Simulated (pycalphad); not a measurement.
Source of the numbers: pycalphad with the COST 507 light-alloy database (1999); pressure 1 atm. These are 1990s assessments: newer ones move some temperatures and phases. Diffusion is slow at the low end, where real alloys seldom reach equilibrium.

Molar enthalpy of Ti-0.78C (at.%) in equilibrium (SER reference):

| T (K) | H (kJ/mol) | phases |
|---|---|---|
| 2850 | 110.87 | LIQUID |
| 2700 | 103.95 | LIQUID |
| 2550 | 97.03 | LIQUID |
| 2400 | 90.11 | LIQUID |
| 2250 | 83.19 | LIQUID |
| 2100 | 76.27 | LIQUID |
| 2025 | 72.81 | LIQUID |
| 1950 | 69.35 | LIQUID |
| 1875 | 51.94 | BCC_A2 |
| 1800 | 49.23 | BCC_A2 |
| 1650 | 44.05 | BCC_A2 |
| 1500 | 39.15 | BCC_A2 |
| 1350 | 34.45 | BCC_A2 + FCC_A1 |
| 1200 | 29.69 | BCC_A2 + FCC_A1 |
| 1050 | 20.74 | HCP_A3 |
| 900 | 15.76 | HCP_A3 + FCC_A1 |
| 750 | 10.98 | HCP_A3 + FCC_A1 |
| 600 | 6.46 | HCP_A3 + FCC_A1 |

Cooling from 1950 K to 1875 K, across the freezing range, releases 17.4 kJ/mol, or 366 J/g. The slope is 46 J/(mol K) in the liquid and 36 J/(mol K) just below the solidus, where it includes any heat of precipitation. Liquidus 1938 K, solidus 1937 K. Changes were sought between steps of 75 K, so a narrower field can be missed.

FCC_A1 is fcc; BCC_A2 is bcc; HCP_A3 is hcp. The fcc model also describes the rock-salt carbide or nitride (TiC, TiN, HfC).
